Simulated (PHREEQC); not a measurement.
Na2HPO4 is added in steps, without added water, to 1 kg of water holding 1.2 mmol/kgw H3PO4 and 0.17 mmol/kgw KOH, at 60 °C. Oxygen is held at 0.21 atm. CO2 from the air is kept out. No solid was allowed to form.

Base run: PHREEQC, ion-association model, wateq4f.dat. Each further column changes one thing. The table gives H3PO4 (mol/kgw).

```csv
Na2HPO4 added (mol),base,metal-ligand complexes left out,all activity coefficients set to 1,Davies equation for every ion,Debye-Hückel limiting law
0,0.000174,0.000174,0.000184,0.000174,0.000173
0.00015,0.000167,0.000167,?,0.000166,0.000166
0.0003,0.000153,0.000153,?,0.000152,0.000152
0.00045,0.000133,0.000133,?,0.000132,0.000132
0.0006,0.000107,0.000107,0.000114,0.000106,0.000106
0.00075,7.48e-5,7.48e-5,8.01e-5,7.46e-5,7.43e-5
0.0009,3.75e-5,3.75e-5,?,3.74e-5,3.72e-5
0.00105,2.93e-6,2.92e-6,2.74e-6,2.93e-6,2.94e-6
0.0012,5.19e-7,5.17e-7,?,5.19e-7,5.24e-7
```

Task: Fill in the missing entries.

Result: 
- 0.00015, all activity coefficients set to 1: 0.000177
- 0.0003, all activity coefficients set to 1: 0.000162
- 0.00045, all activity coefficients set to 1: 0.000141
- 0.0009, all activity coefficients set to 1: 4.02e-5
- 0.0012, all activity coefficients set to 1: 4.61e-7

H3PO4, which wateq4f.dat lacks, is added to it with the constant of phreeqc.dat. Away from 25 °C the constants follow the database's enthalpies or fits; those with neither stay at their 25 °C values.
